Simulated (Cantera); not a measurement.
Charge: 1 mol SiHCl3, a varied amount of NH3, held at 1777 °C and 0.0133 bar.

Equilibrium computed with Cantera from the NASA thermochemical tables; the gas is ideal and each condensed phase is pure. Candidate condensed phases: NH4Cl, Si, Si3N4; 28 gas species. Gases not in the tables: Si2H6 and higher silanes. The numbers say what is thermodynamically allowed, not how fast it happens.

Which condensed phases are stable at each of these points (n(NH3) (mol)): 0.62, 1.4, 2.2, 3.1, 3.9, 4.7, 5.5, 6.3, 7.1?


| n(NH3) (mol) | condensed phases | Si condensed (%) |
|---|---|---|
| 0.62 | gas only | 0.0 |
| 1.4 | gas only | 0.0 |
| 2.2 | Si(l) | 2.3 |
| 3.1 | Si(l) | 8.5 |
| 3.9 | Si(l) | 12.7 |
| 4.7 | Si(l) | 16.0 |
| 5.5 | Si(l) | 18.8 |
| 6.3 | Si(l) | 21.1 |
| 7.1 | Si(l) | 23.0 |

From 0.62 mol NH3 to 1.4 mol NH3 nothing is condensed. From 2.2 mol NH3 to 7.1 mol NH3 the condensed part is Si(l).
